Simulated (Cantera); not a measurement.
Charge: 1 mol BN, 1.6 mol H2, at 2048.15 K.

Cantera equilibrium calculation (NASA polynomials, part measured and part estimated; ideal gas, pure solids and liquids). Candidate condensed phases: B, BN; 15 gas species. Mutual solubility and eutectic melting of coexisting phases are not modelled. Gases not in the tables: B2H6 and higher boranes. Equilibrium is a limit: real reactors are often held back by kinetics, nucleation or transport.

What share of the B ends up in condensed phases as a function of P (Pa), at 1, 10, 100, 1000, 10000, 100000?


```csv
P (Pa),B condensed (%),as
1,91.8,B(s)
10,99.2,B(s)
100,99.8,B(s)
1000,99.9,B(s) + BN(s)
10000,99.9,B(s) + BN(s)
100000,99.9,BN(s)
```
